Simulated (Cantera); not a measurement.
An isothermal, constant-pressure homogeneous reactor starts with CH₃OH : O₂ : N₂ : CH₄ = 0.021 : 0.0022 : 1 : 0.0026 (molar parts), equivalence ratio 17, at 1475 K and 670000 Pa.

Cantera simulation using GRI-Mech 3.0 (53 species, 325 reactions); the numbers are that mechanism's predictions, not measurements. GRI-Mech 3.0 was tuned for natural gas; its chemistry of methanol as a main component is partial and can be far from experiment.

One state of this run: x CH₃OH = 1.13e-9; x O₂ = <1e-12; x C₂H₄ = 1.44e-5; x C₂H₂ = 0.000149; x O = <1e-12. x: mole fraction; the columns are a selection and need not sum to one.

Q: Which value of t (s) does it belong to?
(A) 0.333
(B) 1.00
(C) 0.0123
(D) 0.111

A: B, 1.00
